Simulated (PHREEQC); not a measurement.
# Reverse-osmosis permeate: an equilibrium model

Synthetic water in mmol/kgw, 81 °C, pH 5.5, pe 8.1:

```
constituent           mmol/kgw
--------------------  --------
Na                       0.101
K                      0.00511
Ca                      0.0314
Mg                     0.00894
Cl                      0.0994
S(6)                   0.00566
Alkalinity (meq/kgw)    0.0775
Cd                    0.000795
B                     0.000967
Ba                     0.00223
```

Valence states are taken as typed.

The numbers come from PHREEQC with the ion-association model, phreeqc.dat.

No solid was allowed to form.

### Question
Predict the charge-balance error.

### Answer
charge-balance error 1.2 %.

### Question
In which forms is Cd present?

### Answer
Cd+2 98 %, CdCl+ 1.0 % of the Cd.

Away from 25 °C the constants follow the database's enthalpies or fits; those with neither stay at their 25 °C values.
